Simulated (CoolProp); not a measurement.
A simple Rankine cycle with chlorine: condensing at 332.15 K, boiler at 3.72 MPa, turbine inlet 385.8 K, turbine efficiency 0.65, pump efficiency 0.8, no recuperator. Each further row changes one setting.

Model: reference Helmholtz-energy equation of state, Thol 2021, in CoolProp.

```csv
case,thermal efficiency (%),net work (kJ/kg),heat in (kJ/kg),turbine exit temperature (K),volume ratio over the turbine
as stated,5.9,13.4,228,332.1,1.95
turbine inlet 405.8 K,6.2,15.1,244,348.6,1.92
condensing temperature 324.15 K,7.0,16.6,236,324.1,2.30
boiler pressure 2.6 MPa,3.4,8.35,243,357.3,1.40
turbine efficiency 0.55,4.8,11.0,228,332.1,1.97
```

The expansion ends wet for: as stated; condensing temperature 324.15 K; turbine efficiency 0.55.
